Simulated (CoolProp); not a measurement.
Properties of n-dodecane along the isobar 0.101 MPa (Tc = 658.1 K, pc = 1.818 MPa, ω = 0.574).

Computed with CoolProp (reference Helmholtz-energy equation of state, Lemmon 2004). It is a short technical equation, of lower accuracy than the large ones.

| T (K) | phase | cp (kJ/(kg K)) | speed of sound (m/s) | isothermal compressibility (1/MPa) |
|---|---|---|---|---|
| 512 | gas | 2.581 | 150.4 | 10.57 |
| 524 | gas | 2.621 | 152.9 | 10.50 |
| 536 | gas | 2.661 | 155.4 | 10.44 |
| 548 | gas | 2.700 | 157.7 | 10.39 |
| 560 | gas | 2.739 | 160.0 | 10.35 |
| 572 | gas | 2.777 | 162.3 | 10.31 |
| 584 | gas | 2.814 | 164.4 | 10.28 |
| 596 | gas | 2.851 | 166.5 | 10.25 |
| 608 | gas | 2.886 | 168.6 | 10.22 |
| 620 | gas | 2.922 | 170.6 | 10.20 |
